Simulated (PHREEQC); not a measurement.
Make-up at 20 °C: 0.66 mol/kgw KH2PO4, 0.00074 mol/kgw Na2SO4 and 0.015 mol/kgw NaCl. Closed to the air; pH follows from the charge balance.

Model: ion-association model, phreeqc.dat, run in PHREEQC.

```tsv
quantity	before	after
pH	4.25	4.43
H3PO4 (mol/kgw)	0.00294	0.000494
KHPO4- (mol/kgw)	0.000565	4.06e-5
SO4-2 (mol/kgw)	0.000427	0.000572
SI of Sylvite (KCl)	-3.28	-3.84
SI of Halite (NaCl)	-5.51	-5.42
```

Question: Which change was made?
A. Na2SO4 from 0.00074 to 0.000814 mol/kgw
B. KH2PO4 from 0.66 to 0.99 mol/kgw
C. KH2PO4 from 0.66 to 0.132 mol/kgw
D. diluted 100-fold with water

Answer: C, KH2PO4 from 0.66 to 0.132 mol/kgw

No solid was allowed to form.
